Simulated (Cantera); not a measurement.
A freely propagating, adiabatic, planar premixed flame of H2 : O2 : N2 = 1 : 0.625 : 2.35 (molar parts), equivalence ratio 0.80, unburnt at 450 K and 730000 Pa; mixture-averaged transport, grid criteria slope 0.08 and curve 0.16, no radiation.

Cantera simulation using the H2/O2 subset of GRI-Mech 3.0, which has no nitrogen chemistry; the numbers are that mechanism's predictions, not measurements. The hydrogen kinetics of GRI-Mech 3.0 are dated; newer H2 mechanisms differ, most at raised pressure. Burning velocities carry a grid error of a few per cent, more on coarse grids.

What does this change do: O2 0.625 to 0.81 parts?


```json
[
 {"quantity": "laminar burning velocity", "before": "209 cm/s", "after": "173 cm/s"},
 {"quantity": "thermal thickness", "before": "0.0377 mm", "after": "0.0374 mm"},
 {"quantity": "peak x(H2O2)", "before": "0.000189", "after": "0.000235"},
 {"quantity": "peak x(OH)", "before": "0.0116", "after": "0.0110"},
 {"quantity": "peak x(O)", "before": "0.00473", "after": "0.00485"},
 {"quantity": "peak x(HO2)", "before": "0.00113", "after": "0.00118"}
]
```
Lean hydrogen flames are cellular in practice and burn faster than this planar one.

What does this change do: 0.069 parts H2O added?


```csv
quantity,before,after
laminar burning velocity,209 cm/s,183 cm/s
thermal thickness,0.0377 mm,0.0392 mm
peak x(H2O2),0.000189,0.000215
peak x(OH),0.0116,0.0106
peak x(O),0.00473,0.00392
peak x(HO2),0.00113,0.00114
```
